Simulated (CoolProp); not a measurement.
Vapour-liquid equilibrium of R143a (1) + isobutane (2) at 215.4 K; x and y are mole fractions of (1).

Values from CoolProp's multi-fluid Helmholtz-energy mixture model, Lemmon and Jacobsen 2000 and Bücker 2006; pair parameters Bell 2016.

```
x      bubble pressure, mixture model (bar)  bubble pressure, Raoult's law (bar)  y, mixture model  y, Raoult's law
-----  ------------------------------------  -----------------------------------  ----------------  ---------------
0.05                                 0.2515                               0.1311             0.591            0.228
0.125                                0.3883                               0.1681             0.748            0.445
0.2                                  0.4644                               0.2050             0.797            0.584
0.275                                0.5057                               0.2419             0.820            0.681
0.35                                 0.5278                               0.2788             0.831            0.752
0.425                                0.5401                               0.3157             0.838            0.806
0.5                                  0.5481                               0.3526             0.843            0.849
0.575                                0.5550                               0.3895             0.848            0.884
0.65                                 0.5625                               0.4264             0.855            0.913
0.725                                0.5714                               0.4633             0.866            0.937
0.8                                  0.5814                               0.5002             0.883            0.957
0.875                                0.5913                               0.5371             0.910            0.975
0.95                                 0.5983                               0.5740             0.955            0.991
```

The largest gap from Raoult's law is +131.0 % in bubble pressure, at x = 0.125. No azeotrope shows between x = 0.05 and 0.95.

The pair parameters rest on a limited set of measurements; away from them the model extrapolates. With so large a gap from Raoult's law the liquid may split in two, which this calculation doesn't test in full.
